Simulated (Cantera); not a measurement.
# Carbon deposition, reforming and gasification: C₂H₅OH + CO₂ + H₂

Input: 1 mol C₂H₅OH, 0.22 mol CO₂, a varied amount of H₂, held at 2948.15 K and 7500 Pa.

These are equilibrium values from Cantera (NASA tables, ideal gas, pure condensed phases), not measurements of a reactor. Candidate condensed phases: C, C₆H₆, C₇H₈, C₈H₁₈, H₂O; 110 gas species. The numbers say what is thermodynamically allowed, not how fast it happens.

At 3.8 mol H₂ the condensed part is C(graphite). From 5 mol H₂ to 17 mol H₂ nothing is condensed. The main C-bearing gas is CO throughout.

| n(H₂) (mol) | log p H₂ | log p H | log p CO | log p C₂H₂ (acetylene) | log p C₂H | log p C₃ | n C(graphite) |
|---|---|---|---|---|---|---|---|
| 3.8 | -1.44 | -1.59 | -1.97 | -2.71 | -3.66 | -3.75 | 0.0996 |
| 5 | -1.43 | -1.59 | -2.03 | -2.71 | -3.67 | -3.77 | 0 |
| 6.3 | -1.42 | -1.58 | -2.08 | -2.76 | -3.72 | -3.86 | 0 |
| 7.6 | -1.41 | -1.58 | -2.13 | -2.81 | -3.77 | -3.94 | 0 |
| 8.9 | -1.40 | -1.57 | -2.18 | -2.85 | -3.82 | -4.01 | 0 |
| 10 | -1.39 | -1.57 | -2.21 | -2.88 | -3.85 | -4.07 | 0 |
| 11 | -1.39 | -1.57 | -2.24 | -2.91 | -3.88 | -4.12 | 0 |
| 13 | -1.38 | -1.56 | -2.30 | -2.96 | -3.93 | -4.20 | 0 |
| 14 | -1.38 | -1.56 | -2.32 | -2.98 | -3.96 | -4.24 | 0 |
| 15 | -1.38 | -1.56 | -2.34 | -3.00 | -3.98 | -4.27 | 0 |
| 17 | -1.37 | -1.56 | -2.39 | -3.04 | -4.02 | -4.34 | 0 |
log p: log10 of the partial pressure in bar; n: condensed amount in mol.
